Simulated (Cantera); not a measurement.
A perfectly stirred reactor is fed with H₂ : O₂ : N₂ : H₂O = 1 : 0.862 : 3.24 : 0.25 (molar parts), at 0.410 bar; it is adiabatic with a 450 K inlet, and is followed from long to short residence time, starting on the burning branch (τ in s: 0.041, 0.022, 0.012, 0.0064, 0.0034, 0.0019, 0.001, 0.00054, 0.00029, 0.00016, 8.5e-05, 4.6e-05).

Cantera simulation using the H2/O2 subset of GRI-Mech 3.0, which has no nitrogen chemistry; the numbers are that mechanism's predictions, not measurements.

Q: What does this change do: O2 0.862 to 0.61 parts?

A: 
```
quantity                                                                      before                                after
------------------------------------------------  ----------------------------------  -----------------------------------
blow-out, bracketed by the residence times tried  burning at 85.0 µs, out at 46.0 µs  burning at 0.160 ms, out at 85.0 µs
x(H₂) at τ = 41.0 ms                                                         0.00132                              0.00393
x(O₂) at τ = 41.0 ms                                                          0.0737                               0.0245
x(H₂O) at τ = 41.0 ms                                                          0.253                                0.264
x(H₂O₂) at τ = 41.0 ms                                                       1.56e-7                              1.32e-7
x(HO₂) at τ = 41.0 ms                                                        3.12e-6                              2.22e-6
x(H₂) at τ = 1.00 ms                                                          0.0106                               0.0195
x(O₂) at τ = 1.00 ms                                                          0.0753                               0.0324
x(H₂O) at τ = 1.00 ms                                                          0.234                                0.234
x(H₂O₂) at τ = 1.00 ms                                                       9.25e-7                              9.38e-7
x(HO₂) at τ = 1.00 ms                                                        1.76e-5                              9.90e-6
```
